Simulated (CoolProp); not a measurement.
Properties of oxygen along the isotherm -142.35 °C.

Model: reference Helmholtz-energy equation of state, Schmidt 1985, in CoolProp.

```tsv
p (kPa)	phase	cp (kJ/(kg K))	expansivity (1/kK)	Prandtl number
473	gas	0.9879	8.960	0.802
946	gas	1.099	10.85	0.856
1420	gas	1.288	[?]	0.952
1890	liquid	2.174	9.764	1.81
2370	liquid	2.139	9.407	[?]
2840	liquid	2.108	9.094	1.77
3310	liquid	2.080	8.810	1.75
3780	liquid	2.054	8.552	[?]
4260	liquid	[?]	8.310	1.72
4730	liquid	2.009	8.093	[?]
5200	liquid	1.989	[?]	1.70
5680	liquid	1.970	7.701	1.69
6150	liquid	1.952	7.527	1.68
6620	liquid	1.936	7.364	1.67
7100	liquid	1.920	7.208	1.66
7570	liquid	1.906	7.065	1.65
```

Complete the blanks.


- 1420, expansivity (1/kK): 13.96
- 2370, Prandtl number: 1.79
- 3780, Prandtl number: 1.74
- 4260, cp (kJ/(kg K)): 2.030
- 4730, Prandtl number: 1.71
- 5200, expansivity (1/kK): 7.891

Viscosity comes from a separate model (Lemmon 2004). Thermal conductivity comes from a separate model (Lemmon 2004).
